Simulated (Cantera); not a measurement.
A perfectly stirred reactor is fed with N2O : N2 = 1 : 0.18 (molar parts), at 10.00 Torr; it is held at 1473 K, and followed from long to short residence time.

Model: GRI-Mech 3.0 (53 species, 325 reactions), integrated in Cantera. GRI-Mech 3.0 was tuned for natural gas; its chemistry of N2O as a main component is partial and can be far from experiment. Radical loss at walls, strong at low pressure, is not modelled. The temperature is held fixed by assumption; the heat of reaction is taken as removed at once.

**Question.** What does this change do: pressure from 10.00 Torr to 750 Torr?

**Answer.** 
```
quantity                before     after
---------------------  -------  --------
x(N2O) at τ = 22.0 s    0.0477   0.00129
x(NO2) at τ = 22.0 s   2.97e-5  0.000133
x(O) at τ = 22.0 s     5.29e-5   4.00e-6
x(O2) at τ = 22.0 s      0.217     0.287
x(NO) at τ = 22.0 s      0.129    0.0194
x(N2O) at τ = 69.0 ms    0.804     0.203
x(NO2) at τ = 69.0 ms  4.45e-7  0.000569
x(O) at τ = 69.0 ms    5.50e-5   3.47e-5
x(O2) at τ = 69.0 ms    0.0116     0.184
x(NO) at τ = 69.0 ms   0.00708    0.0839
```

**Question.** What does this change do: temperature 1473 to 1323 K?

**Answer.** 
```json
[
 {"quantity": "x(N2O) at τ = 22.0 s", "before": "0.0477", "after": "0.272"},
 {"quantity": "x(NO2) at τ = 22.0 s", "before": "2.97e-5", "after": "1.36e-5"},
 {"quantity": "x(O) at τ = 22.0 s", "before": "5.29e-5", "after": "1.02e-5"},
 {"quantity": "x(O2) at τ = 22.0 s", "before": "0.217", "after": "0.170"},
 {"quantity": "x(NO) at τ = 22.0 s", "before": "0.129", "after": "0.0641"},
 {"quantity": "x(N2O) at τ = 69.0 ms", "before": "0.804", "after": "0.842"},
 {"quantity": "x(NO2) at τ = 69.0 ms", "before": "4.45e-7", "after": "2.01e-8"},
 {"quantity": "x(O) at τ = 69.0 ms", "before": "5.50e-5", "after": "1.02e-5"},
 {"quantity": "x(O2) at τ = 69.0 ms", "before": "0.0116", "after": "0.00165"},
 {"quantity": "x(NO) at τ = 69.0 ms", "before": "0.00708", "after": "0.000625"}
]
```
The mechanism lacks the step 2 NO + O2 → 2 NO2, which can matter for NO2 below about 1400 K.
